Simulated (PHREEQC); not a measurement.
A solution holds 0.0097 mol/kgw AgF and 0.00036 mol/kgw Zn(NO3)2, at 25 °C. Closed to the air; pH follows from the charge balance.

Equilibrium calculation in PHREEQC: ion-association model, wateq4f.dat.

pH: 6.82
ionic strength: 0.0106 mol/kgw

| species | molality | activity | log γ |
|---|---|---|---|
| Ag+ | 0.00953 | 0.00857 | -0.046 |
| F- | 0.00950 | 0.00853 | -0.047 |
| NO3- | 0.000717 | 0.000643 | -0.048 |
| Zn+2 | 0.000329 | 0.000220 | -0.174 |
| AgF | 0.000167 | 0.000168 | 0.001 |
| ZnF+ | 2.95e-5 | 2.65e-5 | -0.046 |
| AgNO3 | 2.82e-6 | 2.83e-6 | 0.001 |
| HF | 1.92e-6 | 1.93e-6 | 0.001 |
| ZnOH+ | 1.78e-6 | 1.60e-6 | -0.046 |
| H+ | 1.65e-7 | 1.51e-7 | -0.040 |
| Zn(OH)2 | 1.22e-7 | 1.22e-7 | 0.001 |
| OH- | 7.41e-8 | 6.65e-8 | -0.047 |
| HF2- | 7.02e-8 | 6.30e-8 | -0.047 |
| AgOH | 5.68e-8 | 5.70e-8 | 0.001 |

No solid was allowed to form.
